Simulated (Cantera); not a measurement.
A closed system holds: 1 mol Cu2O, 15 mol CO, 0.87 mol N2, equilibrated at 0.140 bar.

Method: chemical equilibrium by Gibbs-energy minimisation in Cantera with the NASA 1993 tables (ideal gas, pure condensed phases). Candidate condensed phases: C, Cu, CuO, Cu2O; 27 gas species. Rates play no part.

x: gas mole fraction; n: condensed amount in mol.

```json
[
 {"T (°C)": "1675", "x CO": "0.866", "x Cu": "0.0187", "x CO2": "0.0618", "x N2": "0.0538", "n Cu(l)": "1.70"},
 {"T (°C)": "1700", "x CO": "0.861", "x Cu": "0.0238", "x CO2": "0.0615", "x N2": "0.0535", "n Cu(l)": "1.61"},
 {"T (°C)": "1725", "x CO": "0.855", "x Cu": "?", "x CO2": "0.0611", "x N2": "0.0532", "n Cu(l)": "1.50"},
 {"T (°C)": "1750", "x CO": "0.849", "x Cu": "?", "x CO2": "0.0606", "x N2": "0.0527", "n Cu(l)": "?"},
 {"T (°C)": "1775", "x CO": "0.840", "x Cu": "0.0475", "x CO2": "0.0600", "x N2": "0.0522", "n Cu(l)": "1.20"},
 {"T (°C)": "1800", "x CO": "0.830", "x Cu": "0.0591", "x CO2": "0.0593", "x N2": "0.0516", "n Cu(l)": "0.992"},
 {"T (°C)": "1825", "x CO": "0.817", "x Cu": "0.0732", "x CO2": "0.0584", "x N2": "0.0508", "n Cu(l)": "0.732"},
 {"T (°C)": "1850", "x CO": "0.802", "x Cu": "0.0901", "x CO2": "0.0573", "x N2": "0.0498", "n Cu(l)": "0.409"},
 {"T (°C)": "1875", "x CO": "0.784", "x Cu": "0.110", "x CO2": "0.0560", "x N2": "0.0487", "n Cu(l)": "0.00405"},
 {"T (°C)": "1900", "x CO": "0.784", "x Cu": "0.111", "x CO2": "0.0560", "x N2": "0.0487", "n Cu(l)": "0"},
 {"T (°C)": "1925", "x CO": "0.784", "x Cu": "0.111", "x CO2": "0.0560", "x N2": "0.0487", "n Cu(l)": "0"},
 {"T (°C)": "1950", "x CO": "0.784", "x Cu": "0.111", "x CO2": "0.0560", "x N2": "0.0487", "n Cu(l)": "0"}
]
```

Question: What belongs in the gaps?

Answer: 
- 1750, x Cu: 0.0380
- 1750, n Cu(l): 1.37
- 1725, x Cu: 0.0302
